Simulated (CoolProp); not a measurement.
R227EA along the isotherm 411.6 K: density (kg/m³) from the reference equation and from simpler models built on Tc = 374.9 K, pc = 2.925 MPa, ω = 0.358; each cubic takes its own stable root.

Model: reference Helmholtz-energy equation of state, Lemmon 2016, in CoolProp.

```csv
p (MPa),phase,reference
0.0463,gas,2.309
0.072,gas,3.599
0.112,gas,5.618
0.175,gas,8.826
0.272,gas,13.83
0.423,gas,21.81
0.659,gas,34.72
1.03,gas,56.26
1.6,gas,92.93
2.49,gas,162.2
3.87,supercritical,325.1
6.03,supercritical,721.4
9.39,supercritical,942.9
14.6,supercritical,1072
```

**Question.** How far does each simpler model (ideal gas, van der Waals, Soave-Redlich-Kwong, Peng-Robinson) lie from the reference over these 14 states: mean and median of the absolute difference, and the worst?

**Answer.** 
- ideal gas: mean 17.5 %, median 7.4 %, worst -58.5 % at 411.6 K and 6.03 MPa
- van der Waals: mean 5.1 %, median 0.1 %, worst -22.3 % at 411.6 K and 14.6 MPa
- Soave-Redlich-Kwong: mean 2.8 %, median 0.1 %, worst -14.1 % at 411.6 K and 6.03 MPa
- Peng-Robinson: mean 1.5 %, median 0.9 %, worst -7.5 % at 411.6 K and 6.03 MPa
